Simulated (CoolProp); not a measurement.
Properties of water along the isobar 1.01 bar.

Model: reference Helmholtz-energy equation of state, Wagner 2002, in CoolProp.

```
T (K)  phase  viscosity (µPa s)  conductivity (mW/(m K))
-----  -----  -----------------  -----------------------
453      gas               15.4                     31.5
496.5    gas               17.2                     35.7
540      gas               18.9                     40.1
583.5    gas               20.7                     44.6
627      gas               22.5                     49.4
670.4    gas               24.3                     54.3
713.9    gas               26.1                     59.4
757.4    gas               27.9                     64.7
```

Viscosity comes from a separate model (Huber 2009). Thermal conductivity comes from a separate model (Huber 2012).
